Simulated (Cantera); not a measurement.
Charge: 1 mol Al2O3, 1.5 mol N2, held at 2652 °C.

Method: chemical equilibrium by Gibbs-energy minimisation in Cantera with the NASA 1993 tables (ideal gas, pure condensed phases). Candidate condensed phases: Al, AlN, Al2O3; 16 gas species. Equilibrium is a limit: real reactors are often held back by kinetics, nucleation or transport.

**Question.** Which condensed phases are stable at each of these points (P (Pa)): 1, 5.60, 32, 180, 1000, 5600, 32000, 180000, 1000000?

**Answer.** 
| P (Pa) | condensed phases | Al condensed (%) |
|---|---|---|
| 1 | gas only | 0.0 |
| 5.60 | gas only | 0.0 |
| 32 | gas only | 0.0 |
| 180 | gas only | 0.0 |
| 1000 | Al2O3(l) | 92.6 |
| 5600 | Al2O3(l) | 98.8 |
| 32000 | Al2O3(l) | 99.8 |
| 180000 | Al2O3(l) | 99.9 |
| 1000000 | Al2O3(l) | 100.0 |

From 0.00750 Torr to 1.35 Torr nothing is condensed. From 7.50 Torr to 7500 Torr the condensed part is Al2O3(l).
